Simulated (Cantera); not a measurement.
Input: 1 mol Fe2O3, 0.27 mol Cl2, 2.2 mol O2, held at 1277 °C.

Cantera equilibrium calculation (NASA polynomials, part measured and part estimated; ideal gas, pure solids and liquids). Candidate condensed phases: Fe, FeCl2, FeCl3, FeO, Fe2O3, Fe3O4; 13 gas species. Equilibrium is a limit: real reactors are often held back by kinetics, nucleation or transport.

At 10.0 bar, list the 4 most abundant gas species with their mole fractions, and the condensed phases.

O2 0.897, Cl2 0.0713, FeCl3 0.0167, FeCl2 0.00777. Condensed: Fe2O3(s).
